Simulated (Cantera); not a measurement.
An adiabatic, constant-pressure homogeneous reactor starts with CH4 : O2 : N2 : H2O = 1 : 1.18 : 4.42 : 1.1 (molar parts), equivalence ratio 1.7, at 1800 K and 10.0 bar. Integrator tolerance rtol = 1e-08.

Computed with Cantera and GRI-Mech 3.0 (53 species, 325 reactions).

Q: What does this change do: initial temperature 1800 to 1050 K?

A: 
```csv
quantity,before,after
time of steepest temperature rise,23.0 µs,46.8 ms
temperature at 0.100 s,2775 K,2165 K
equilibrium temperature,2775 K,2165 K
x(CH4) at 0.100 s,4.60e-11 (gas-phase equilibrium 5.25e-11),7.01e-10 (gas-phase equilibrium 7.87e-10)
x(O2) at 0.100 s,0.000226 (gas-phase equilibrium 0.000226),4.38e-7 (gas-phase equilibrium 4.38e-7)
x(H2O) at 0.100 s,0.250 (gas-phase equilibrium 0.250),0.253 (gas-phase equilibrium 0.253)
x(CH2O) at 0.100 s,3.65e-8 (gas-phase equilibrium 3.65e-8),3.64e-8 (gas-phase equilibrium 3.64e-8)
x(HO2) at 0.100 s,4.55e-7 (gas-phase equilibrium 4.55e-7),8.12e-10 (gas-phase equilibrium 8.12e-10)
x(NO) at 0.100 s,0.000944 (gas-phase equilibrium 0.000944),1.46e-5 (gas-phase equilibrium 1.37e-5)
```
